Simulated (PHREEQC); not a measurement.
Model water analysis in mmol/kgw, 25 °C, pH 6.37, pe 10.4:

| constituent | mmol/kgw |
|---|---|
| Na | 0.0311 |
| K | 0.0087 |
| Ca | 0.0424 |
| Mg | 0.045 |
| Cl | 0.0771 |
| S(6) | 0.0309 |
| Alkalinity (meq/kgw) | 0.0815 |
| Ni | 9.36e-05 |
| O(0) (counted as O atoms) | 0.00803 |
| Cd | 0.00651 |

Valence states are taken as typed.

Model: ion-association model, wateq4f.dat, run in PHREEQC.

```
Property                         Value
--------------------  ----------------
ionic strength        0.000347 mol/kgw
charge-balance error             1.7 %
```

```json
[
 {"species": "HCO3-", "molality": "8.18e-5", "activity": "8.01e-5", "log γ": "-0.009"},
 {"species": "Cl-", "molality": "7.71e-5", "activity": "7.54e-5", "log γ": "-0.009"},
 {"species": "CO2", "molality": "7.68e-5", "activity": "7.68e-5", "log γ": "0.000"},
 {"species": "Mg+2", "molality": "4.47e-5", "activity": "4.11e-5", "log γ": "-0.037"},
 {"species": "Ca+2", "molality": "4.21e-5", "activity": "3.87e-5", "log γ": "-0.037"},
 {"species": "Na+", "molality": "3.11e-5", "activity": "3.04e-5", "log γ": "-0.009"},
 {"species": "SO4-2", "molality": "3.04e-5", "activity": "2.79e-5", "log γ": "-0.037"},
 {"species": "K+", "molality": "8.70e-6", "activity": "8.51e-6", "log γ": "-0.009"},
 {"species": "Cd+2", "molality": "6.40e-6", "activity": "5.88e-6", "log γ": "-0.037"},
 {"species": "O2", "molality": "4.01e-6", "activity": "4.01e-6", "log γ": "0.000"},
 {"species": "H+", "molality": "4.36e-7", "activity": "4.27e-7", "log γ": "-0.009"},
 {"species": "MgSO4", "molality": "2.69e-7", "activity": "2.69e-7", "log γ": "0.000"},
 {"species": "CaSO4", "molality": "2.15e-7", "activity": "2.15e-7", "log γ": "0.000"},
 {"species": "Ni+2", "molality": "8.70e-8", "activity": "7.99e-8", "log γ": "-0.037"},
 {"species": "CdSO4", "molality": "4.73e-8", "activity": "4.73e-8", "log γ": "0.000"},
 {"species": "CdCl+", "molality": "4.33e-8", "activity": "4.23e-8", "log γ": "-0.009"}
]
```

Precipitation was switched off in this run.
